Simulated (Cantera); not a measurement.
## Silicon epitaxy and polysilicon growth: SiH2Cl2 + HCl + N2 + Cl2

Charge: 1 mol SiH2Cl2, 2.1 mol HCl, 51 mol N2, 0.0035 mol Cl2, at 0.400 bar.

Equilibrium computed with Cantera from the NASA thermochemical tables; the gas is ideal and each condensed phase is pure. Candidate condensed phases: NH4Cl, Si, Si3N4; 28 gas species. N2 is the only nitrogen source here; it is nearly inert below about 1500 K, so the nitride shown seldom forms there in practice. The tables' values for SiCl3 are old estimates; treat these amounts as uncertain. Rates play no part.

From 1050 K to 1700 K the condensed part is Si3N4(s). The main Si-bearing gas is SiCl4 at 1050 K and SiCl2 at 1700 K. The share of Si in condensed phases is highest at 1300 K (68.0 %) and lowest at 1700 K (23.3 %).

```csv
T (K),log p N2,log p HCl,log p H2,log p SiCl2,log p SiCl4,n Si3N4(s)
1050,-0.43,-1.71,-2.28,-7.15,-2.58,0.214
1100,-0.43,-1.70,-2.29,-6.52,-2.60,0.218
1150,-0.43,-1.69,-2.31,-5.95,-2.61,0.221
1200,-0.43,-1.69,-2.32,-5.42,-2.62,0.224
1250,-0.43,-1.68,-2.33,-4.94,-2.64,0.226
1300,-0.43,-1.68,-2.34,-4.51,-2.66,0.227
1350,-0.43,-1.68,-2.35,-4.10,-2.68,0.226
1400,-0.43,-1.67,-2.35,-3.74,-2.71,0.223
1450,-0.43,-1.68,-2.35,-3.41,-2.76,0.216
1500,-0.43,-1.68,-2.34,-3.11,-2.84,0.204
1550,-0.43,-1.69,-2.32,-2.86,-2.95,0.183
1600,-0.43,-1.70,-2.29,-2.64,-3.10,0.154
1650,-0.43,-1.73,-2.25,-2.48,-3.31,0.118
1700,-0.43,-1.76,-2.20,-2.35,-3.56,0.0775
```
log p: log10 of the partial pressure in bar; n: condensed amount in mol.
